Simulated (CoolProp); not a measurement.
Values from CoolProp's reference Helmholtz-energy equation of state, de Reuck 1993.

Problem. Give the vapour pressure (MPa), liquid density (kg/m³), liquid cp (kJ/(kg K)), surface tension (mN/m) of saturated methanol at 145.15, 151.65, 158.15 °C.

Solution. 
```csv
T (°C),p (MPa),liquid density (kg/m³),liquid cp (kJ/(kg K)),surface tension (mN/m)
145.15,1.24,653,3.76,11.0
151.65,1.45,644,3.87,10.2
158.15,1.69,633,3.99,9.51
```

Surface tension comes from a separate correlation (Mulero 2012).
